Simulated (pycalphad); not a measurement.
All values are pycalphad results on the COST 507 light-alloy database (1999) (1 atm), not direct measurements. The data set is of 1999 and partly superseded. Phase fractions are per mole of atoms. Diffusion is slow at the low end, where real alloys seldom reach equilibrium.

Task: Give the equilibrium state of Ti-0.1411C (wt.%) at 850 K.

Result: hcp, fraction 0.995, with 0.10 C wt.%; fcc, fraction 0.005, with 12.3 C wt.%.

Task: Give the equilibrium state of Ti-0.1411C (wt.%) at 1250 K.

Result: bcc, fraction 0.998, with 0.12 C wt.%; fcc, fraction 0.002, with 11.6 C wt.%.

The fcc model also describes the rock-salt carbide or nitride (TiC, TiN, HfC).
